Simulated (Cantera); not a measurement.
Feed: 1 mol CH₃F, 0.019 mol F₂, 1.6 mol H₂, held at 2275 K and 1.00 bar.

Cantera equilibrium calculation (NASA polynomials, part measured and part estimated; ideal gas, pure solids and liquids). Candidate condensed phases: C, C₆H₆, C₇H₈, C₈H₁₈; 95 gas species. The numbers say what is thermodynamically allowed, not how fast it happens.

Base state: H₂ 0.704, HF 0.286, H 0.00712, C₂H₂ (acetylene) 0.00268, CH₄ 0.000112, CH₃ 2.13e-5 (mole fractions); condensed: C(graphite).

Question: What changes in the equilibrium state with this change: temperature from 2275 K to 2200 K?

Answer: 
```json
[
 {"species": "H₂", "before": "0.704", "after": "0.707"},
 {"species": "HF", "before": "0.286", "after": "0.286"},
 {"species": "H", "before": "0.00712", "after": "0.00474"},
 {"species": "C₂H₂ (acetylene)", "before": "0.00268", "after": "0.00181"},
 {"species": "CH₃", "before": "2.13e-5", "after": "1.69e-5"},
 {"species": "CH₄", "before": "0.000112", "after": "0.000131"},
 {"species": "C(graphite), mol", "before": "0.980", "after": "0.986"}
]
```
